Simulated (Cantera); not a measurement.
A closed system holds: 1 mol SiH₂Cl₂, 0.0038 mol C₃H₈, 27 mol H₂, at 0.133 bar.

Equilibrium computed with Cantera from the NASA thermochemical tables; the gas is ideal and each condensed phase is pure. Candidate condensed phases: C, C₆H₆, C₇H₈, C₈H₁₈, Si, SiC; 109 gas species. Mutual solubility and eutectic melting of coexisting phases are not modelled. The tables' values for SiCl, SiCl₃ are old estimates; treat these amounts as uncertain. Gases not in the tables: Si₂H₆ and higher silanes. Kinetics and transport are ignored.

### Question
At 2173 K, list the 5 most abundant gas species with their mole fractions, and the condensed phases.

### Answer
H₂ 0.923, HCl 0.0544, H 0.0127, SiCl₂ 0.00635, Si 0.00212. Condensed: Si(l) + SiC(s).
